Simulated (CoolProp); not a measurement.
The numbers come from the reference Helmholtz-energy equation of state, Lemmon 2005 in CoolProp. It is a short technical equation, of lower accuracy than the large ones.

### Question
Give the vapour pressure (MPa), liquid density (kg/m³), liquid cp (kJ/(kg K)), surface tension (mN/m) of saturated 1-butene at 383.5, 390.6, 404.9 K.

### Answer
```csv
T (K),p (MPa),liquid density (kg/m³),liquid cp (kJ/(kg K)),surface tension (mN/m)
383.5,2.17,451,3.22,2.62
390.6,2.46,433,3.46,1.99
404.9,3.15,389,4.53,0.839
```

Surface tension comes from a separate correlation (Mulero 2012).
